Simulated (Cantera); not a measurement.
## Transport properties of process gases

Gas mixture: 100 % O2, at 2670 Pa, frozen composition.

Cantera's kinetic-theory transport with the Lennard-Jones parameters of GRI-Mech 3.0, ideal gas; thermal conductivity in the multicomponent form.

| T (K) | ρ (kg/m³) | cp (J/kg/K) | μ (µPa s) | λ (mW/m/K) | Pr | D (cm²/s) CH4 | D (cm²/s) H2O | D (cm²/s) CO2 |
|---|---|---|---|---|---|---|---|---|
| 400 | 0.0257 | 941.4 | 25.6 | 33.9 | 0.712 | 14.3 | 15.2 | 10.0 |
| 550 | 0.0187 | 987.2 | 32.1 | 44.6 | 0.711 | 24.9 | 27.6 | 17.7 |
| 700 | 0.0147 | 1031 | 37.8 | 54.9 | 0.710 | 37.6 | 42.8 | 26.8 |
| 850 | 0.0121 | 1065 | 43.0 | 64.6 | 0.709 | 52.1 | 60.5 | 37.4 |
| 1000 | 0.0103 | 1090 | 47.9 | 73.7 | 0.709 | 68.5 | 80.5 | 49.3 |
| 1150 | 0.00892 | 1109 | 52.5 | 82.1 | 0.709 | 86.5 | 103 | 62.3 |
D: mixture-averaged diffusion coefficient of that species in the mixture.
